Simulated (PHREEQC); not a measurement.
Make-up at 34 °C: 0.0037 mol/kgw CuSO4 and 0.041 mol/kgw HBF4. Closed to the air; pH follows from the charge balance.

Model: ion-association model, wateq4f.dat, run in PHREEQC.

No solid was allowed to form.

Problem. Estimate the pH.

Solution. pH 1.51.

Problem. In which forms is F present?

Solution. BF4- 90 %, HF 7.1 %, BF3OH- 2.5 % of the F.

Real BF4- forms and hydrolyses slowly; the run takes it at equilibrium.
